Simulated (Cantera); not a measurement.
Feed: 1 mol SiCl4, 0.34 mol NO, 5.7 mol N2, held at 750 Torr.

Method: chemical equilibrium by Gibbs-energy minimisation in Cantera with the NASA 1993 tables (ideal gas, pure condensed phases). Candidate condensed phases: Si, SiO2, Si2N2O, Si3N4; 23 gas species. The tables hold silica as quartz up to 1696 K and as liquid above; real silica turns to tridymite and cristobalite and melts near 1996 K. Rates play no part.

Which condensed phases are stable at each of these points (T (K)): 1550, 1625, 1700, 1775, 1850, 1925, 2000, 2075?


```json
[
 {"T (K)": "1550", "condensed phases": "SiO2(β-quartz)", "Si condensed (%)": "17.0"},
 {"T (K)": "1625", "condensed phases": "SiO2(β-quartz)", "Si condensed (%)": "17.0"},
 {"T (K)": "1700", "condensed phases": "SiO2(condensed)", "Si condensed (%)": "17.0"},
 {"T (K)": "1775", "condensed phases": "SiO2(condensed)", "Si condensed (%)": "17.0"},
 {"T (K)": "1850", "condensed phases": "SiO2(condensed)", "Si condensed (%)": "17.0"},
 {"T (K)": "1925", "condensed phases": "SiO2(condensed)", "Si condensed (%)": "17.0"},
 {"T (K)": "2000", "condensed phases": "SiO2(l)", "Si condensed (%)": "17.0"},
 {"T (K)": "2075", "condensed phases": "SiO2(l)", "Si condensed (%)": "16.9"}
]
```

From 1550 K to 1625 K the condensed part is SiO2(β-quartz). From 1700 K to 1925 K the condensed part is SiO2(condensed). From 2000 K to 2075 K the condensed part is SiO2(l).
